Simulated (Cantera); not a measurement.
Charge: 1 mol CCl4, at 10.0 mbar.

Equilibrium computed with Cantera from the NASA thermochemical tables; the gas is ideal and each condensed phase is pure. Candidate condensed phases: C; 14 gas species. The tables' values for CCl are old estimates; treat these amounts as uncertain. Gases not in the tables: chlorinated aromatics. The numbers say what is thermodynamically allowed, not how fast it happens.

x: gas mole fraction; n: condensed amount in mol.

| T (K) | x Cl | x Cl2 | x C3 | x C | x C2 | n C(graphite) |
|---|---|---|---|---|---|---|
| 900 | 0.000739 | 0.999 | <1e-12 | <1e-12 | <1e-12 | 1.000 |
| 1100 | 0.0150 | 0.985 | <1e-12 | <1e-12 | <1e-12 | 1.000 |
| 1300 | 0.117 | 0.883 | <1e-12 | <1e-12 | <1e-12 | 1.000 |
| 1500 | 0.438 | 0.562 | <1e-12 | <1e-12 | <1e-12 | 1.000 |
| 1700 | 0.818 | 0.182 | <1e-12 | 1.51e-12 | <1e-12 | 1.000 |
| 1900 | 0.962 | 0.0380 | 2.07e-10 | 3.15e-10 | ? | 1.000 |
| 2100 | 0.991 | 0.00871 | 2.89e-8 | 2.37e-8 | ? | 1.000 |
| 2300 | 0.998 | 0.00248 | 1.67e-6 | 8.37e-7 | ? | 1.000 |
| 2500 | 0.999 | 0.000852 | 4.97e-5 | 1.66e-5 | ? | 0.999 |
| 2700 | 0.998 | 0.000342 | 0.000880 | 0.000212 | ? | 0.988 |
| 2900 | 0.986 | 0.000152 | 0.0103 | 0.00189 | ? | 0.855 |
| 3100 | 0.914 | 6.55e-5 | 0.0649 | 0.0115 | ? | 0 |

Question: Some entries are withheld; supply them.

Answer: 
- 1900, x C2: 1.72e-11
- 2100, x C2: 2.48e-9
- 2300, x C2: 1.49e-7
- 2500, x C2: 4.58e-6
- 2700, x C2: 8.43e-5
- 2900, x C2: 0.00103
- 3100, x C2: 0.00742
